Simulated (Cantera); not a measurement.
Input: 1 mol SiC, 0.18 mol CO₂, 5.8 mol H₂, at 1150 K and 0.100 bar.

Method: chemical equilibrium by Gibbs-energy minimisation in Cantera with the NASA 1993 tables (ideal gas, pure condensed phases). Candidate condensed phases: C, C₆H₆, C₇H₈, C₈H₁₈, H₂O, Si, SiC, SiO₂; 123 gas species. Mutual solubility and eutectic melting of coexisting phases are not modelled. The tables hold silica as quartz up to 1696 K and as liquid above; real silica turns to tridymite and cristobalite and melts near 1996 K. Rates play no part.

Base state: H₂ 0.998, CH₄ 0.00233, CO 0.000146 (mole fractions); condensed: C(graphite) + SiC(s) + SiO₂(β-quartz).

Problem. What changes in the equilibrium state with this change: temperature from 1150 K to 1423 K?

Solution. 
| species | before | after |
|---|---|---|
| H₂ | 0.998 | 0.960 |
| CO | 0.000146 | 0.0396 |
| CH₄ | 0.00233 | 0.000261 |
| SiO | 4.17e-8 | 9.95e-5 |
| H | 2.36e-7 | 2.06e-5 |
| H₂O | 6.82e-7 | 1.58e-5 |
| C(graphite), mol | 0.345 | 0 |
| SiC(s), mol | 0.820 | 0.939 |
| SiO₂(β-quartz), mol | 0.180 | 0.0601 |

Problem. What changes in the equilibrium state with this change: temperature from 1150 K to 1648.15 K?

Solution. 
```
species                before     after
-------------------  --------  --------
H₂                      0.998     0.941
CO                   0.000146    0.0438
SiO                   4.17e-8    0.0146
H                     2.36e-7  0.000274
CH₄                   0.00233   1.21e-5
C(graphite), mol        0.345         0
SiC(s), mol             0.820     0.910
SiO₂(β-quartz), mol     0.180         0
```

Problem. What changes in the equilibrium state with this change: SiC replaced by Si?

Solution. 
| species | before | after |
|---|---|---|
| H₂ | 0.998 | 1.000 |
| CH₄ | 0.00233 | 2.87e-6 |
| CO | 0.000146 | 6.26e-9 |
| C(graphite), mol | 0.345 | 0 |
| SiC(s), mol | 0.820 | 0.180 |
| SiO₂(β-quartz), mol | 0.180 | 0.180 |
| Si(s), mol | 0 | 0.640 |
